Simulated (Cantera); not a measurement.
Mixture: CH4 : O2 : N2 = 1 : 2.02 : 7.6 (molar parts), at 3750 Torr, adiabatic and at constant pressure. Ignition delay is the time to a rise of 400 K.

Computed with Cantera and GRI-Mech 3.0 (53 species, 325 reactions).

### Question
What does this change do: constant volume in place of constant pressure?

### Answer
```csv
quantity,before,after
delay at 1250 K,5.30 ms,5.03 ms
delay at 1400 K,0.940 ms,0.882 ms
delay at 1550 K,0.207 ms,0.193 ms
delay at 1700 K,57.5 µs,53.5 µs
delay at 1850 K,20.2 µs,18.7 µs
apparent activation energy between 1700 and 1850 K,180 kJ/mol,180 kJ/mol
```
